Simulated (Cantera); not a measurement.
Mixture: 16.4 % CH₄, 14.9 % O₂, 68.6 % N₂, at 0.850 bar, adiabatic and at constant pressure. Ignition delay is the time to a rise of 400 K.

Cantera simulation using GRI-Mech 3.0 (53 species, 325 reactions); the numbers are that mechanism's predictions, not measurements.

Problem. Predict: delay at 1225 K; delay at 1425 K; delay at 1625 K; delay at 1825 K; apparent activation energy between 1725 and 1925 K.

Solution. 
```json
{
  "delay at 1225 K": "68.8 ms",
  "delay at 1425 K": "5.20 ms",
  "delay at 1625 K": "0.644 ms",
  "delay at 1825 K": "0.143 ms",
  "apparent activation energy between 1725 and 1925 K": "170 kJ/mol"
}
```
